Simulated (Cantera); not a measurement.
A closed system holds: 1 mol S, 0.08 mol SO₂, held at 777 °C and 12.0 Pa.

Equilibrium computed with Cantera from the NASA thermochemical tables; the gas is ideal and each condensed phase is pure. Candidate condensed phases: S; 10 gas species. Gases not in the tables: S₃ to S₇. Rates play no part.

Base state: S₂ 0.861, SO₂ 0.137, S₂O 0.00197, SO 0.000450 (mole fractions); condensed: gas only.

### Question
What changes in the equilibrium state with this change: temperature from 777 °C to 2500 °C?

### Answer
```tsv
species	before	after
S	2.02e-6	0.860
O	<1e-9	0.0949
SO	0.000450	0.0383
S₂	0.861	0.00583
SO₂	0.137	0.000385
O₂	<1e-9	0.000454
S₂O	0.00197	1.83e-6
```
